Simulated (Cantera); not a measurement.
An isothermal, constant-pressure homogeneous reactor starts with 13.9 % N2O, 86.1 % N2, at 1475 K and 3300 Pa.

Model: GRI-Mech 3.0 (53 species, 325 reactions), integrated in Cantera. GRI-Mech 3.0 was tuned for natural gas; its chemistry of N2O as a main component is partial and can be far from experiment. Radical loss at walls, strong at low pressure, is not modelled. The temperature is held fixed by assumption; the heat of reaction is taken as removed at once.

x: mole fraction; the columns are a selection and need not sum to one.

```csv
t (s),x N2O,x N2,x O2,x O,x NO2,x NO
3.00e-6,0.139,0.861,5.70e-10,2.88e-7,<1e-12,3.51e-10
2.03e-5,0.139,0.861,___,___,<1e-12,___
0.000138,0.139,0.861,1.11e-6,1.18e-5,<1e-12,6.82e-7
0.000932,0.139,0.861,3.43e-5,4.49e-5,7.17e-11,2.11e-5
0.00631,0.138,0.862,___,5.63e-5,___,___
0.0428,0.130,0.865,0.00300,5.62e-5,2.77e-7,0.00185
0.290,0.0909,0.881,0.0171,5.60e-5,2.35e-6,0.0105
1.96,0.00902,0.916,0.0465,4.99e-5,7.20e-6,0.0283
13.3,8.96e-7,0.920,0.0500,3.59e-6,1.52e-5,0.0299
90.0,2.70e-7,0.920,0.0500,3.57e-6,1.52e-5,0.0298
```

Problem. Complete the blanks.

Solution. 
- 2.03e-5, x O2: 2.61e-8
- 2.03e-5, x O: 1.92e-6
- 2.03e-5, x NO: 1.60e-8
- 0.00631, x O2: 0.000420
- 0.00631, x NO2: 9.65e-9
- 0.00631, x NO: 0.000258
